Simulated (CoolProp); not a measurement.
Vapour-liquid equilibrium of R143a (1) + R134a (2) at 318.5 K; x and y are mole fractions of (1).

Values from CoolProp's multi-fluid Helmholtz-energy mixture model, Lemmon and Jacobsen 2000 and Tillner-Roth 1994; pair parameters Lemmon 2004.

```csv
x,"bubble pressure, mixture model (bar)","bubble pressure, Raoult's law (bar)","y, mixture model","y, Raoult's law"
0.05,12.12,12.16,0.074,0.085
0.2,13.38,13.52,0.272,0.307
0.35,14.67,14.87,0.443,0.488
0.5,16.00,16.23,0.593,0.639
0.65,17.36,17.59,0.727,0.767
0.8,18.77,18.95,0.849,0.876
0.95,20.25,20.30,0.963,0.971
```

The largest gap from Raoult's law is -1.4 % in bubble pressure, at x = 0.5. No azeotrope shows between x = 0.05 and 0.95.

Pair parameters are fitted to limited data, so mixtures are less certain than the pure fluids.
